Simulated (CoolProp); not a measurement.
Computed with CoolProp (reference Helmholtz-energy equation of state, Thol 2019).

Q: For decamethylcyclopentasiloxane (D5), give the phase and the Z, cp (kJ/(kg K)), speed of sound (m/s), isothermal compressibility (1/MPa) at 571.9 K and 0.707 MPa.

A: 
- 571.9 K and 0.707 MPa: liquid; Z 0.0920, cp 2.24, speed of sound 195, isothermal compressibility 0.0515
